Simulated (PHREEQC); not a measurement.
A solution holds 1.6 mmol/kgw HF and 0.96 mmol/kgw (CH3)4NF, at 25 °C. Closed to the air; pH follows from the charge balance.

All values are PHREEQC results (ion-association model, phreeqc.dat), not measurements.

Each row changes one thing in this solution. This is a speciation only: nothing precipitates in the calculation.

```
case                                        pH  ionic strength (mol/kgw)  F- (mol/kgw)  HF (mol/kgw)  HF2- (mol/kgw)
----------------------------------------  ----  ------------------------  ------------  ------------  --------------
as made                                   3.30                   0.00148       0.00148       0.00107         6.07e-6
temperature from 25 to 80 °C              3.59                   0.00123       0.00122       0.00133         6.93e-6
(CH3)4NF from 0.00096 to 0.0048 mol/kgw   3.71                   0.00501       0.00498       0.00136         2.61e-5
diluted 10-fold with water                3.92                  0.000218      0.000218       3.84e-5         3.20e-8
HF left out                               7.18                  0.000960      0.000960       9.13e-8        3.36e-10
(CH3)4NF from 0.00096 to 0.00048 mol/kgw  3.22                   0.00111       0.00110      0.000967         4.10e-6
```

(CH3)4N+ isn't in the database: it is added as a free cation with an ion size of 4 Å. Constants without temperature data keep their 25 °C values here.
